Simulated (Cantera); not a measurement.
A closed system holds: 1 mol CO2, 0.12 mol SO2, 0.4 mol O2, equilibrated at 1.20 bar.

Cantera equilibrium calculation (NASA polynomials, part measured and part estimated; ideal gas, pure solids and liquids). Candidate condensed phases: C, S; 22 gas species. Kinetics and transport are ignored.

Q: At 777 °C, list the 4 most abundant gas species with their mole fractions, and the condensed phases.

A: CO2 0.667, O2 0.252, SO2 0.0511, SO3 0.0290. Condensed: gas only.
